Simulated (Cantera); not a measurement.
Cantera run:

```python
import numpy as np
import cantera as ct

gas_names = """
    CL CLO CL2 H HCL HOCL HO2 H2 H2O H2O2 O OH O2 O3 Ti TiCL TiCL2 TiCL3 TiCL4 TiO TiOCL TiOCL2 TiO2
""".split()
cond_names = """
    H2O(s) H2O(L) Ti(a) Ti(b) Ti(L) TiCL2(s) TiCL3(s) TiCL4(L) TiO(a) TiO(b) TiO(L) TiO2(ru) TiO2(L)
    Ti2O3(a) Ti2O3(b) Ti2O3(L) Ti3O5(a) Ti3O5(b) Ti3O5(L) Ti4O7(s) Ti4O7(L)
""".split()


# ... load() reads the species with a 1 bar reference pressure and builds the phases ...
atoms = {
    'TiO2': {'Ti': 1, 'O': 2},
    'Cl2': {'CL': 2},
    'H2': {'H': 2},
}
top_T = {'TiCL2(s)': 1300, 'TiCL3(s)': 1000}  # K; cautious upper limits of use, not melting points


# ... equilibrate(T, P, feed) seeds the gas with the atoms and calls Mixture.equilibrate('TP', solver="vcs", rtol=1e-11, max_steps=5000) ...
results = []
feed = {'TiO2': 1, 'Cl2': 0.59, 'H2': 2.3}  # mol
T = 1373.15  # K
P = 1000  # Pa
mix = equilibrate(T, P, feed)
results.append((T, P, feed, dict(zip(mix.species_names, mix.species_moles))))
x = sorted(zip(gas.X, gas.species_names), reverse=True)
print(f"T = {T:g} K  P = {P:g} Pa  gas = {mix.phase_moles(0):.4g} mol")
print("   x: " + "  ".join(f"{s} {v:.3e}" for v, s in x if v > 0.001))
print("   condensed (mol): " + ("  ".join(f"{mix.phase(i).name} {mix.phase_moles(i):.4g}"
      for i in range(1, mix.n_phases) if mix.phase_moles(i) > 1e-12) or "none"))
```

Result:

```
T = 1373.15 K  P = 1000 Pa  gas = 2.89 mol
   x: H2 5.883e-01  HCL 4.082e-01  H2O 3.431e-03
   condensed (mol): TiO2(ru) 0.961  Ti4O7(s) 0.009726
```

Method: chemical equilibrium by Gibbs-energy minimisation in Cantera with the NASA 1993 tables (ideal gas, pure condensed phases). Mutual solubility and eutectic melting of coexisting phases are not modelled. Condensed phases not in the tables: Magnéli phases beyond Ti4O7.
